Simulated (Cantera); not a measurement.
A closed system holds: 1 mol SiCl₄, 0.76 mol Cl₂, 0.49 mol H₂, at 1.00 bar.

Method: chemical equilibrium by Gibbs-energy minimisation in Cantera with the NASA 1993 tables (ideal gas, pure condensed phases). Candidate condensed phases: Si; 19 gas species. Equilibrium is a limit: real reactors are often held back by kinetics, nucleation or transport. All values below are at 1223 K.

Base state: SiCl₄ 0.444, HCl 0.435, Cl₂ 0.119, Cl 0.00206 (mole fractions); condensed: gas only.

### Question
What changes in the equilibrium state with this change: pressure from 1.00 bar to 20.0 bar?

### Answer
```
species   before     after
-------  -------  --------
SiCl₄      0.444     0.444
HCl        0.435     0.435
Cl₂        0.119     0.120
Cl       0.00206  0.000463
```
